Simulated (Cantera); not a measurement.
A Cantera script and what it prints.

```python
import numpy as np
import cantera as ct

gas_names = """
    CL CL2 H HCL H2 Si SiCL SiCL2 SiCL3 SiCL4 SiH SiHCL3 SiH2 SiH2CL2 SiH3 SiH3CL SiH4 Si2 Si3
""".split()
cond_names = """
    Si(cr) Si(L)
""".split()


def load(file, names, dense=False):
    # The tables refer to 1 bar. Condensed volumes are neglected.
    table = {s.name: s for s in ct.Species.list_from_file(file)}
    out = []
    for n in names:
        d = dict(table[n].input_data)
        d["thermo"] = dict(d["thermo"], **{"reference-pressure": 1e5})
        if dense:
            d["equation-of-state"] = {"model": "constant-volume", "density": "1e6 g/cm^3"}
        out.append(ct.Species.from_dict(d))
    return out


gas = ct.Solution(thermo="ideal-gas", species=load("nasa_gas.yaml", gas_names))
cond = {s.name: ct.Solution(thermo="fixed-stoichiometry", species=[s], name=s.name)
        for s in load("nasa_condensed.yaml", cond_names, dense=True)}
atoms = {
    'SiCl4': {'Si': 1, 'CL': 4},
    'HCl': {'H': 1, 'CL': 1},
    'H2': {'H': 2},
}
top_T = {}  # K; cautious upper limits of use, not melting points


def equilibrate(T, P, feed):
    n = {}
    for name, mol in feed.items():
        for a, k in atoms[name].items():
            n[a] = n.get(a, 0.0) + k * mol
    gas.TPX = T, P, n
    mass = sum(n.values()) * gas.mean_molecular_weight
    gas.equilibrate("TP")
    valid = [c for c in cond.values() if c.min_temp <= T <= top_T.get(c.name, c.max_temp)]
    mix = ct.Mixture([(gas, mass / gas.mean_molecular_weight)] + [(c, 0.0) for c in valid])
    mix.T, mix.P = T, P
    mix.equilibrate("TP", solver="vcs", rtol=1e-11, max_steps=5000)
    return mix


results = []
T = 1300  # K
P = 2800000  # Pa
for m in [0.22, 0.33, 0.5, 0.75, 1.1, 1.7, 2.5, 3.8, 5.8, 8.6, 13, 20]:
    feed = {'SiCl4': 1, 'HCl': 3.4, 'H2': m}  # mol
    mix = equilibrate(T, P, feed)
    results.append((T, P, feed, dict(zip(mix.species_names, mix.species_moles))))

top = {s: max(r[3][s] / sum(r[3][g] for g in gas_names) for r in results) for s in gas_names}
cols = sorted((s for s in top if top[s] > 0.001), key=lambda s: -top[s])[:9]
seen = [c for c in cond_names if any(r[3].get(c, 0) > 1e-12 for r in results)]
print("log10 of partial pressures in bar; condensed amounts in mol")
print(f"{'n(H2)':>10s}" + "".join(f"{s[:9]:>10s}" for s in cols + seen))
for T, P, feed, n in results:
    ng = sum(n[g] for g in gas_names)
    print(f"{feed['H2']:10.4g}" + "".join(f"{np.log10(max(n[s] / ng * P / 1e5, 1e-99)):10.3f}" for s in cols)
          + "".join(f"{n.get(c, 0):10.4g}" for c in seen))
```

Result:

```
log10 of partial pressures in bar; condensed amounts in mol
     n(H2)        H2       HCL     SiCL4    SiHCL3
      0.22     0.118     1.314     0.781    -1.757
      0.33     0.284     1.304     0.770    -1.592
       0.5     0.450     1.289     0.753    -1.428
      0.75     0.604     1.268     0.730    -1.275
       1.1     0.742     1.240     0.700    -1.140
       1.7     0.886     1.196     0.651    -1.001
       2.5     1.000     1.144     0.593    -0.893
       3.8     1.107     1.071     0.510    -0.795
       5.8     1.196     0.980     0.404    -0.721
       8.6     1.262     0.878     0.283    -0.674
        13     1.315     0.758     0.134    -0.650
        20     1.356     0.619    -0.046    -0.651
```

Equilibrium computed with Cantera from the NASA thermochemical tables; the gas is ideal and each condensed phase is pure. The tables' values for SiCl3 are old estimates; treat these amounts as uncertain.
